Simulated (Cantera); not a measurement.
# Low-pressure radical oxidation in H2/O2

An isothermal, constant-pressure homogeneous reactor starts with 4.31 % H₂, 95.7 % O₂, equivalence ratio 0.022, at 1175 K and 0.0109 atm.

Computed with Cantera and GRI-Mech 3.0 (53 species, 325 reactions). Radical loss at walls, strong at low pressure, is not modelled. The temperature is held fixed by assumption; the heat of reaction is taken as removed at once.

```json
[
 {"t (s)": "0.000100", "x H₂": "0.0431", "x O₂": "0.957", "x H": "1.23e-9", "x HO₂": "1.93e-9", "x O": "1.05e-9", "x OH": "8.87e-10", "x H₂O₂": "<1e-12"},
 {"t (s)": "0.000300", "x H₂": "0.0431", "x O₂": "0.957", "x H": "4.31e-9", "x HO₂": "5.81e-9", "x O": "7.76e-9", "x OH": "5.49e-9", "x H₂O₂": "2.00e-12"},
 {"t (s)": "0.000903", "x H₂": "0.0431", "x O₂": "0.957", "x H": "8.14e-8", "x HO₂": "1.81e-8", "x O": "1.89e-7", "x OH": "1.22e-7", "x H₂O₂": "1.82e-11"},
 {"t (s)": "0.00271", "x H₂": "0.0414", "x O₂": "0.956", "x H": "0.000370", "x HO₂": "1.71e-6", "x O": "0.000847", "x OH": "0.000530", "x H₂O₂": "4.06e-9"},
 {"t (s)": "0.00815", "x H₂": "0.000649", "x O₂": "0.925", "x H": "0.00605", "x HO₂": "2.77e-6", "x O": "0.0278", "x OH": "0.00274", "x H₂O₂": "6.31e-8"},
 {"t (s)": "0.0245", "x H₂": "0.000490", "x O₂": "0.932", "x H": "0.00400", "x HO₂": "2.59e-6", "x O": "0.0212", "x OH": "0.00240", "x H₂O₂": "6.35e-8"},
 {"t (s)": "0.0736", "x H₂": "0.000252", "x O₂": "0.944", "x H": "0.00141", "x HO₂": "2.11e-6", "x O": "0.0105", "x OH": "0.00173", "x H₂O₂": "6.40e-8"},
 {"t (s)": "0.221", "x H₂": "6.43e-5", "x O₂": "0.953", "x H": "0.000178", "x HO₂": "1.17e-6", "x O": "0.00264", "x OH": "0.000875", "x H₂O₂": "5.22e-8"},
 {"t (s)": "0.665", "x H₂": "9.78e-6", "x O₂": "0.955", "x H": "1.06e-5", "x HO₂": "3.84e-7", "x O": "0.000403", "x OH": "0.000343", "x H₂O₂": "2.82e-8"},
 {"t (s)": "2.00", "x H₂": "1.41e-6", "x O₂": "0.956", "x H": "5.84e-7", "x HO₂": "8.89e-8", "x O": "5.83e-5", "x OH": "0.000131", "x H₂O₂": "1.05e-8"},
 {"t (s)": "6.00", "x H₂": "2.46e-7", "x O₂": "0.956", "x H": "4.33e-8", "x HO₂": "2.02e-8", "x O": "1.03e-5", "x OH": "5.50e-5", "x H₂O₂": "3.29e-9"}
]
```
x: mole fraction; the columns are a selection and need not sum to one.

Equilibrium at this temperature and pressure: H₂ 3.23e-9, O₂ 0.956, H 6.68e-11, HO₂ 6.76e-9, O 1.37e-7, OH 6.35e-6, H₂O₂ 8.60e-11 (gas phase only).
